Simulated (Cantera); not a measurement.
**Hydrocarbon pyrolysis for carbon deposition**

An isothermal, constant-pressure homogeneous reactor starts with 2.78 % C2H6, 97.2 % N2, at 1325 K and 0.353 Torr.

Detailed kinetics in Cantera: GRI-Mech 3.0 (53 species, 325 reactions). GRI-Mech 3.0 stops at C3 and has no aromatics, soot or wall deposition, so with more carbon than oxygen in the feed, carbon stays in small species such as C2H2 where larger ones or solid carbon would form. Radical loss at walls, strong at low pressure, is not modelled.

```
t (s)      x C2H6     x CH3       x H     x HCN     x CH4
--------  -------  --------  --------  --------  --------
2.00e-5    0.0278   2.04e-7  1.86e-11    <1e-12  7.79e-12
4.92e-5    0.0278   5.02e-7  4.57e-11    <1e-12  4.66e-11
0.000121   0.0278   1.24e-6  1.13e-10    <1e-12  2.79e-10
0.000298   0.0278   3.04e-6  2.96e-10    <1e-12   1.69e-9
0.000734   0.0278   7.48e-6   1.06e-9    <1e-12   1.02e-8
0.00181    0.0278   1.84e-5   6.99e-9    <1e-12   6.19e-8
0.00445    0.0278   4.50e-5   6.05e-8    <1e-12   3.74e-7
0.0110     0.0277  0.000109   4.74e-7    <1e-12   2.25e-6
0.0270     0.0276  0.000260   3.22e-6  5.12e-12   1.33e-5
0.0664     0.0271  0.000599   1.58e-5   1.29e-9   7.67e-5
0.163      0.0246   0.00138   3.80e-5   2.22e-8  0.000448
0.402      0.0156   0.00244   8.05e-5   9.82e-8   0.00250
0.990     0.00234   0.00159  0.000139   2.82e-7   0.00786
2.44      6.48e-5  0.000363   6.48e-5   3.99e-7   0.00900
6.00      4.85e-6  0.000134   2.73e-5   4.13e-7   0.00886
```
x: mole fraction; the columns are a selection and need not sum to one.

Equilibrium at this temperature and pressure: C2H6 <1e-12, CH3 2.43e-8, H 1.74e-5, HCN 0.0360, CH4 3.72e-6 (gas phase only).
